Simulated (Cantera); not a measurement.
A closed system holds: 1 mol PbO, 0.18 mol H₂, at 723 K and 84.0 mbar.

Equilibrium computed with Cantera from the NASA thermochemical tables; the gas is ideal and each condensed phase is pure. Candidate condensed phases: H₂O, Pb, PbO, PbO₂, Pb₃O₄; 12 gas species. Kinetics and transport are ignored.

Base state: H₂O 1.000, H₂ 4.17e-5 (mole fractions); condensed: Pb(l) + PbO(red).

Q: What changes in the equilibrium state with this change: PbO replaced by Pb?

A: 
```json
[
 {"species": "H₂", "before": "4.17e-5", "after": "1.00"},
 {"species": "H₂O", "before": "1.000", "after": "0"},
 {"species": "Pb(l), mol", "before": "0.180", "after": "1.00"},
 {"species": "PbO(red), mol", "before": "0.820", "after": "0"}
]
```
